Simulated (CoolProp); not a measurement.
Vapour-liquid equilibrium of dimethyl carbonate (1) + n-octane (2) at 0.673 bar; x and y are mole fractions of (1).

Computed with CoolProp (multi-fluid Helmholtz-energy mixture model, Zhou 2011 and Beckmüller 2019; pair parameters Bell 2016).

Question: Give the bubble temperature and the first vapour's composition at x = 0.35, 0.575, 0.725. Is there an azeotrope?

Answer: x = 0.35: 353.1 K, y = 0.732; x = 0.575: 350.6 K, y = 0.782; x = 0.725: 349.9 K, y = 0.808. y crosses x between x = 0.8 and 0.875: the model has an azeotrope there.

The pair parameters rest on a limited set of measurements; away from them the model extrapolates.
